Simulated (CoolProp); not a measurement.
The numbers come from the reference Helmholtz-energy equation of state, Bücker 2006 in CoolProp.

Question: For ethane, give the phase and the isothermal compressibility (1/MPa), expansivity (1/kK), conductivity (mW/(m K)) at 165.7 K and 12200 kPa.

Answer: 
- 165.7 K and 12200 kPa: liquid; isothermal compressibility 0.00118, expansivity 1.90, conductivity 194

Thermal conductivity comes from a separate model (Friend 1991).
